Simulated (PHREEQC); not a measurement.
A solution holds 3.7 mmol/kgw TMAH, 0.89 mmol/kgw CO2 and 18 mmol/kgw K2CO3, at 25 °C. Closed to the air; pH follows from the charge balance.

Equilibrium calculation in PHREEQC: ion-association model, phreeqc.dat.

This is a speciation only: nothing precipitates in the calculation.

Predict the pH, density.

pH 11.36; density 1.000 g/cm³.

In which forms is C present?

CO3-2 95 %, HCO3- 4.9 % of the C.

(CH3)4N+ isn't in the database: it is added as a free cation with an ion size of 4 Å.
